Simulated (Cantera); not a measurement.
**Premixed flame**

A freely propagating, adiabatic, planar premixed flame of H₂ : O₂ : N₂ : H₂O = 1 : 0.357 : 1.71 : 0.21 (molar parts), unburnt at 698 K and 1.00 bar; mixture-averaged transport, grid criteria slope 0.08 and curve 0.16, no radiation.

Model: the H2/O2 subset of GRI-Mech 3.0, which has no nitrogen chemistry, integrated in Cantera. Burning velocities carry a grid error of a few per cent, more on coarse grids.

```
z (mm)  T (K)  u (m/s)    x H₂     x O₂   x H₂O   x H₂O₂      x OH       x H
------  -----  -------  ------  -------  ------  -------  --------  --------
-1.48     698     8.79   0.305    0.109  0.0641    <1e-8     <1e-8     <1e-8
-0.985    698     8.79   0.305    0.109  0.0641    <1e-8     <1e-8     <1e-8
-0.738    698     8.79   0.305    0.109  0.0641    <1e-8     <1e-8     <1e-8
-0.492    698     8.79   0.305    0.109  0.0641    <1e-8     <1e-8   1.54e-7
-0.246    712     8.93   0.302    0.109  0.0651  2.40e-6   4.28e-5  0.000234
-0.123    868     10.7   0.276    0.104  0.0809  7.69e-6  0.000565   0.00555
0        1234     14.8   0.189   0.0713   0.153  3.42e-6   0.00262    0.0348
0.123    1507     17.9   0.108   0.0250   0.240  2.37e-6   0.00657    0.0607
0.246    1634     19.2  0.0887   0.0108   0.267  1.62e-6   0.00862    0.0613
0.492    1763     20.6  0.0877  0.00648   0.278  9.27e-7   0.00975    0.0509
0.985    1891     21.9  0.0902  0.00446   0.286  4.94e-7   0.00980    0.0384
1.97     2009     23.0  0.0918  0.00270   0.294  2.64e-7   0.00882    0.0272
3.94     2105     23.9  0.0928  0.00138   0.302  1.44e-7   0.00703    0.0180
```
x: mole fraction of selected species; z is measured from the peak of heat release.

```yaml
laminar_burning_velocity: 879 cm/s
thermal_thickness: 0.492 mm
peak x(H₂O₂): 7.74e-6
peak x(OH): 0.00991
peak x(H): 0.0627
grid_points: 129
```
